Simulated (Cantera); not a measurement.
Source: NASA polynomial tables (part measured, part estimated), evaluated in Cantera. Values are per mole of reaction as written; species without (g) are pure solids or liquids, kept so even where they would boil at 1 bar.

0.8 V + O2(g) → 0.4 V2O5

```json
[
 {"T (K)": "300", "ΔH° (kJ)": "-620.2", "ΔS° (J/K)": "-176.0", "ΔG° (kJ)": "-567.4", "log10 K": "98.80", "condensed phases": "V(s), V2O5(s)"},
 {"T (K)": "700", "ΔH° (kJ)": "-615.9", "ΔS° (J/K)": "-167.4", "ΔG° (kJ)": "-498.7", "log10 K": "37.21", "condensed phases": "V(s), V2O5(s)"},
 {"T (K)": "725", "ΔH° (kJ)": "-615.5", "ΔS° (J/K)": "-166.9", "ΔG° (kJ)": "-494.5", "log10 K": "35.63", "condensed phases": "V(s), V2O5(s)"},
 {"T (K)": "750", "ΔH° (kJ)": "___", "ΔS° (J/K)": "___", "ΔG° (kJ)": "___", "log10 K": "___", "condensed phases": "V(s), V2O5(s)"},
 {"T (K)": "775", "ΔH° (kJ)": "-614.8", "ΔS° (J/K)": "-166.0", "ΔG° (kJ)": "-486.2", "log10 K": "32.77", "condensed phases": "V(s), V2O5(s)"},
 {"T (K)": "800", "ΔH° (kJ)": "___", "ΔS° (J/K)": "___", "ΔG° (kJ)": "___", "log10 K": "___", "condensed phases": "V(s), V2O5(s)"},
 {"T (K)": "825", "ΔH° (kJ)": "-614.1", "ΔS° (J/K)": "-165.1", "ΔG° (kJ)": "-477.9", "log10 K": "30.26", "condensed phases": "V(s), V2O5(s)"},
 {"T (K)": "850", "ΔH° (kJ)": "-613.7", "ΔS° (J/K)": "-164.7", "ΔG° (kJ)": "-473.8", "log10 K": "29.11", "condensed phases": "V(s), V2O5(s)"},
 {"T (K)": "875", "ΔH° (kJ)": "-613.4", "ΔS° (J/K)": "-164.3", "ΔG° (kJ)": "-469.7", "log10 K": "28.04", "condensed phases": "V(s), V2O5(s)"},
 {"T (K)": "900", "ΔH° (kJ)": "-613.0", "ΔS° (J/K)": "-163.9", "ΔG° (kJ)": "-465.6", "log10 K": "27.02", "condensed phases": "V(s), V2O5(s)"},
 {"T (K)": "925", "ΔH° (kJ)": "-612.7", "ΔS° (J/K)": "-163.5", "ΔG° (kJ)": "-461.5", "log10 K": "26.06", "condensed phases": "V(s), V2O5(s)"},
 {"T (K)": "950", "ΔH° (kJ)": "-586.5", "ΔS° (J/K)": "-135.7", "ΔG° (kJ)": "-457.6", "log10 K": "25.16", "condensed phases": "V(s), V2O5(l)"}
]
```

Question: Fill in the missing entries.

Answer: 
- 750, ΔH° (kJ): -615.2
- 750, ΔS° (J/K): -166.4
- 750, ΔG° (kJ): -490.3
- 750, log10 K: 34.15
- 800, ΔH° (kJ): -614.5
- 800, ΔS° (J/K): -165.5
- 800, ΔG° (kJ): -482.0
- 800, log10 K: 31.47
